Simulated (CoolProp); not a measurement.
A single-stage vapour-compression cycle with propylene: evaporating at 301.15 K (dew point), condensing at 350.15 K (bubble point), superheat 2 K, subcooling 0 K, compressor efficiency 0.6, no pressure losses. Each further row changes one setting.

Computed with CoolProp (reference Helmholtz-energy equation of state, Lemmon 2013).

```
case                              cooling COP  pressure ratio  discharge temperature (K)  refrigerating effect (kJ/kg)  volumetric capacity (kJ/m³)
--------------------------------  -----------  --------------  -------------------------  ----------------------------  ---------------------------
as stated                                2.18            2.83                      374.1                           179                         4640
evaporating temperature 306.15 K         2.54            2.51                      371.6                           182                         5370
condensing temperature 345.15 K          2.65            2.57                      367.4                           198                         5140
subcooling 5 K                           2.44            2.83                      374.1                           200                         5200
superheat 12 K                           2.25            2.83                      384.2                           198                         4830
compressor efficiency 0.5                1.81            2.83                      380.4                           179                         4640
```
